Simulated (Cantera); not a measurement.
Input: 1 mol Fe2O3, 32 mol H2, 4.1 mol H2O, at 0.135 Torr.

Method: chemical equilibrium by Gibbs-energy minimisation in Cantera with the NASA 1993 tables (ideal gas, pure condensed phases). Candidate condensed phases: Fe, FeO, Fe(OH)2, Fe(OH)3, Fe2O3, Fe3O4, H2O; 12 gas species. Equilibrium is a limit: real reactors are often held back by kinetics, nucleation or transport.

Problem. At 1700 K, list the 4 most abundant gas species with their mole fractions, and the condensed phases.

Solution. H2 0.767, H2O 0.189, Fe 0.0350, H 0.00962. Condensed: Fe(δ).
